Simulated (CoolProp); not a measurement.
Vapour-liquid equilibrium of CH2F2 (R32) (1) + fluoroethane (R161) (2) at 1420 kPa; x and y are mole fractions of (1).

The numbers come from the multi-fluid Helmholtz-energy mixture model, Tillner-Roth 1997 and Wu 2012; pair parameters Bell 2016 in CoolProp.

```json
[
 {"x": "0.05", "bubble temperature (K)": "312.9", "y at the bubble point": "0.082", "dew temperature at overall composition x (K)": "313.6", "liquid density (mol/L)": "14.22"},
 {"x": "0.2", "bubble temperature (K)": "308.0", "y at the bubble point": "0.291", "dew temperature at overall composition x (K)": "310.1", "liquid density (mol/L)": "14.87"},
 {"x": "0.35", "bubble temperature (K)": "304.0", "y at the bubble point": "0.461", "dew temperature at overall composition x (K)": "306.6", "liquid density (mol/L)": "15.54"},
 {"x": "0.5", "bubble temperature (K)": "300.6", "y at the bubble point": "0.607", "dew temperature at overall composition x (K)": "303.1", "liquid density (mol/L)": "16.24"},
 {"x": "0.65", "bubble temperature (K)": "297.7", "y at the bubble point": "0.737", "dew temperature at overall composition x (K)": "299.6", "liquid density (mol/L)": "16.99"},
 {"x": "0.8", "bubble temperature (K)": "295.0", "y at the bubble point": "0.856", "dew temperature at overall composition x (K)": "296.3", "liquid density (mol/L)": "17.79"},
 {"x": "0.95", "bubble temperature (K)": "292.6", "y at the bubble point": "0.965", "dew temperature at overall composition x (K)": "292.9", "liquid density (mol/L)": "18.66"}
]
```

No azeotrope shows between x = 0.05 and 0.95.

The pair parameters rest on a limited set of measurements; away from them the model extrapolates.
